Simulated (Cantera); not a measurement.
## Ignition delay

Mixture: H₂ : O₂ : N₂ : NO = 1 : 0.98 : 4.02 : 0.019 (molar parts), at 0.430 bar, adiabatic and at constant volume. Ignition delay is the time to a rise of 400 K.

Model: GRI-Mech 3.0 (53 species, 325 reactions), integrated in Cantera. The mechanism lacks 2 NO + O2 → 2 NO2 and HONO, so NO2 and the effect of NO are under-described below about 1400 K. Where the delays flatten at high temperature, the 400 K rule measures the pace of heat release, not the induction time.

| T0 (K) | delay (ms) |
|---|---|
| 1323 | 0.0857 |
| 1373 | 0.0788 |
| 1423 | 0.0748 |
| 1473 | 0.0730 |
| 1523 | 0.0731 |
| 1573 | 0.0747 |
| 1623 | 0.0775 |
